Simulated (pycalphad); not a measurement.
CALPHAD calculation (pycalphad, COST 507 light-alloy database (1999)), 1 atm. The data set is of 1999 and partly superseded. Diffusion is slow at the low end, where real alloys seldom reach equilibrium.

B-1.742N (wt.%): equilibrium cooling sequence

```
T (K)      phases above      phases below
------  ---------------  ----------------
2669.8     gas + liquid   BN_HP4 + liquid
2348.0  BN_HP4 + liquid  β-boron + BN_HP4
```

Changes were sought between steps of 50 K, so a narrower field can be missed. At the top of the range, 3250 K, the alloy is not yet fully liquid: it holds liquid + gas.

Database names, with the compositions (at.%) that they take in these runs: BN_HP4: B 50 N 50.
